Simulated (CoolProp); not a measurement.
Model: reference Helmholtz-energy equation of state, Lemmon 2013, in CoolProp.

**Question.** For propylene, give the phase and the cp (kJ/(kg K)), cv (kJ/(kg K)), viscosity (µPa s) at 301.85 °C and 2.45 bar; 301.85 °C and 70.5 bar.

**Answer.** 
- 301.85 °C and 2.45 bar: gas; cp 2.50, cv 2.30, viscosity 16.0
- 301.85 °C and 70.5 bar: supercritical; cp 2.70, cv 2.33, viscosity 19.3

Viscosity comes from a separate model (Huber 2003), an estimate that may be off by 10 % or more.
